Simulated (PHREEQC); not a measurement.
Make-up at 83 °C: 0.15 mol NH4HF2, 0.0023 mol H2SiF6 and 0.007 mol HCl per kg of water. Closed to the air; pH follows from the charge balance.

The numbers come from PHREEQC with the ion-association model, phreeqc.dat.

```yaml
pH: 3.41
ionic_strength: 0.153 mol/kgw
activity_of_water: 0.993
density: 0.974 g/cm³
total_alkalinity: -171 meq/kg
```

```csv
species,molality,activity,log γ
NH4+,0.150,0.102,-0.169
HF,0.116,0.120,0.015
F-,0.0934,0.0655,-0.154
HF2-,0.0455,0.0333,-0.135
Cl-,0.00700,0.00496,-0.149
SiF6-2,0.00230,0.000662,-0.541
H+,0.000489,0.000386,-0.103
NH3,4.35e-6,4.51e-6,0.015
OH-,1.08e-9,7.56e-10,-0.154
```

This is a speciation only: nothing precipitates in the calculation. Away from 25 °C the constants follow the database's enthalpies or fits; those with neither stay at their 25 °C values. SiF6-2 is the database's only silicon fluoride.
